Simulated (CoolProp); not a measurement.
Vapour pressure (kPa) of chloromethane (R40): the reference equation beside estimates from Tc = 145.5 °C, pc = 6929 kPa, ω = 0.150. Clausius-Clapeyron is anchored at 32.65 °C with a constant enthalpy of vaporisation of 18.39 kJ/mol.

Computed with CoolProp (reference Helmholtz-energy equation of state, Thol 2014).

```csv
T (°C),reference,Clausius-Clapeyron,van der Waals,Soave-Redlich-Kwong
21.95,527.8,551.5,1439,521.9
27.35,617.8,631.0,1577,611.9
32.65,716.8,716.8,1720,711.1
38.05,829.4,812.7,1875,824.1
43.35,952.1,915.4,2035,947.6
48.75,1091,1029,2206,1087
54.05,1240,1150,2383,1238
59.45,1408,1284,2573,1407
64.75,1588,1425,2768,1589
70.15,1788,1580,2976,1791
75.45,2002,1742,3189,2007
80.75,2233,1916,3412,2242
```

Absolute difference from the reference over all 12 rows, mean and median: Clausius-Clapeyron 6.9 and 6.5 %, van der Waals 103.1 and 97.2 %, Soave-Redlich-Kwong 0.5 and 0.4 %.
